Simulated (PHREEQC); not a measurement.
A solution holds 0.0017 mol Pb(NO3)2, 0.00015 mol H2SO4 and 0.0007 mol Na2SO4 per kg of water, at 55 °C. It is in equilibrium with CO2 at log p = 0 (atm). Otherwise closed; pH follows from the charge balance.

Model: ion-association model, phreeqc.dat, run in PHREEQC.

This is a speciation only: nothing precipitates in the calculation.

Problem. Estimate the pH, ionic strength.

Solution. pH 3.52; ionic strength 0.00659 mol/kgw.

Problem. In which forms is Pb present?

Solution. Pb+2 82 %, PbSO4 13 %, PbNO3+ 2.8 %, PbHCO3+ 1.5 % of the Pb.

Saturation is exceeded, for instance for Anglesite; the values hold only as long as no solid forms. Constants without temperature data keep their 25 °C values here.
